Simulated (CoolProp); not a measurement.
R134a along the isobar 2490 kPa: Z from the reference equation and from simpler models built on Tc = 374.2 K, pc = 4059 kPa, ω = 0.327; each cubic takes its own stable root.

Values from CoolProp's reference Helmholtz-energy equation of state, Tillner-Roth 1994.

```
T (K)   phase  reference  van der Waals  Redlich-Kwong  Soave-Redlich-Kwong
-----  ------  ---------  -------------  -------------  -------------------
295.1  liquid    0.08429         0.1459         0.1031              0.09740
311.1  liquid    0.08417         0.1463         0.1045                    …
327.1  liquid    0.08528         0.1501         0.1084               0.1015
343.1  liquid    0.08868         0.6930         0.1174               0.1090
359.1     gas     0.6685         0.7419              …               0.6898
375       gas     0.7395         0.7778         0.7518               0.7523
391       gas          …         0.8061         0.7892               0.7970
407       gas     0.8232         0.8291         0.8184               0.8312
423       gas     0.8508         0.8481         0.8420               0.8584
439       gas     0.8729         0.8642         0.8615               0.8805
455       gas     0.8910         0.8780         0.8779               0.8987
```

Question: Some entries are withheld; supply them.

Answer: 
- 311.1, Soave-Redlich-Kwong: 0.09838
- 359.1, Redlich-Kwong: 0.7018
- 391, reference: 0.7876

At some of these states van der Waals gives the other phase, because its saturation line lies elsewhere.
